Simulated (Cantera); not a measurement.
Feed: 1 mol Pb, 1.1 mol CO, 42 mol N₂, equilibrated at 677 °C and 0.133 bar.

These are equilibrium values from Cantera (NASA tables, ideal gas, pure condensed phases), not measurements of a reactor. Candidate condensed phases: C, Pb, PbO, PbO₂, Pb₃O₄; 27 gas species. Rates play no part.

Base state: N₂ 0.975, CO 0.0252, CO₂ 0.000142, Pb 3.77e-5 (mole fractions); condensed: C(graphite) + Pb(l).

**Question.** What changes in the equilibrium state with this change: temperature from 677 °C to 1350 °C?

**Answer.** 
```
species             before    after
----------------  --------  -------
N₂                   0.975    0.952
CO                  0.0252   0.0249
Pb                 3.77e-5   0.0227
CO₂               0.000142  2.71e-8
C(graphite), mol   0.00612        0
Pb(l), mol           0.998        0
```

**Question.** What changes in the equilibrium state with this change: temperature from 677 °C to 525 °C?

**Answer.** 
| species | before | after |
|---|---|---|
| N₂ | 0.975 | 0.979 |
| CO | 0.0252 | 0.0173 |
| CO₂ | 0.000142 | 0.00417 |
| Pb | 3.77e-5 | 4.32e-7 |
| C(graphite), mol | 0.00612 | 0.179 |
| Pb(l), mol | 0.998 | 1.000 |
